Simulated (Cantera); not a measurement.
A Cantera script and its output.

```python
import numpy as np
import cantera as ct

surf = ct.Interface("ptcombust.yaml", "Pt_surf")
gas = surf.adjacent["gas"]
gas.TPX = 725, 500000, {'H2': 0.0033, 'O2': 0.021, 'N2': 0.79, 'H2O': 0.072}
surf.TP = 725, 500000
reactor = ct.FlowReactor(gas, clone=False)
reactor.area = 0.0001  # m2
reactor.surface_area_to_volume_ratio = 2500  # 1/m
reactor.mass_flow_rate = 0.33 * reactor.area * gas.density  # inlet velocity 0.33 m/s
reactor.energy_enabled = False
wall = ct.ReactorSurface(surf, reactor, clone=False)
net = ct.ReactorNet([reactor])
net.rtol, net.atol = 1e-8, 1e-16
show, cover = ['H2', 'O2', 'H2O'], ['PT(S)', 'H(S)', 'O(S)', 'OH(S)', 'CO(S)', 'C(S)']

rows = []
print(f"{'z/m':>9s}{'u/(m/s)':>9s}" + "".join(f"{s:>13s}" for s in show + cover))
for z in [8.4e-05, 0.00014, 0.00023, 0.00039, 0.00065, 0.0011, 0.0018, 0.003, 0.005, 0.0084]:
    net.advance(z)
    rows.append([reactor.speed, *gas[show].X, *surf[cover].coverages])
    print(f"{z:9.4g}{rows[-1][0]:9.3g}" + "".join(f"{x:13.4e}" for x in rows[-1][1:]))
```

Result:

```
      z/m  u/(m/s)           H2           O2          H2O        PT(S)         H(S)         O(S)        OH(S)        CO(S)         C(S)
  8.4e-05    0.329   5.0652e-04   2.2121e-02   8.4590e-02   4.3487e-02   2.9480e-08   9.3463e-01   2.1724e-02  -1.8474e-26  -1.1329e-29
  0.00014    0.329   3.1223e-04   2.2026e-02   8.4793e-02   2.8945e-02   1.5441e-08   9.5304e-01   1.7909e-02   4.9491e-26  -3.9966e-29
  0.00023    0.329   1.8384e-04   2.1963e-02   8.4927e-02   2.0270e-02   8.7785e-09   9.6457e-01   1.5085e-02   5.5487e-27   1.4775e-30
  0.00039    0.329   9.3368e-05   2.1919e-02   8.5021e-02   1.5078e-02   5.4767e-09   9.7180e-01   1.3063e-02  -6.1713e-28  -6.8957e-31
  0.00065    0.329   3.9238e-05   2.1892e-02   8.5078e-02   1.2489e-02   4.0434e-09   9.7555e-01   1.1914e-02   1.3401e-27   1.2635e-30
   0.0011    0.329   1.0657e-05   2.1878e-02   8.5107e-02   1.1298e-02   3.4348e-09   9.7732e-01   1.1343e-02   3.7164e-28   2.9285e-31
   0.0018    0.329   1.5781e-06   2.1874e-02   8.5117e-02   1.0945e-02   3.2611e-09   9.7785e-01   1.1168e-02   3.1124e-28   3.0197e-31
    0.003    0.329   6.2694e-08   2.1873e-02   8.5118e-02   1.0887e-02   3.2330e-09   9.7793e-01   1.1139e-02  -5.9473e-28  -1.3356e-31
    0.005    0.329   2.9247e-10   2.1873e-02   8.5118e-02   1.0885e-02   3.2318e-09   9.7794e-01   1.1138e-02   2.0227e-26   6.1367e-30
   0.0084    0.329   3.3810e-14   2.1873e-02   8.5118e-02   1.0885e-02   3.2318e-09   9.7794e-01   1.1138e-02   1.2797e-28   1.2059e-31
```

Cantera simulation using Deutschmann's 1995 Pt surface mechanism with GRI-Mech 3.0 gas chemistry; the numbers are that mechanism's predictions, not measurements. Catalytic surfaces can have several steady states; this one follows from the mechanism file's or the stated starting coverage. Mass transfer to the wall is taken as infinitely fast.
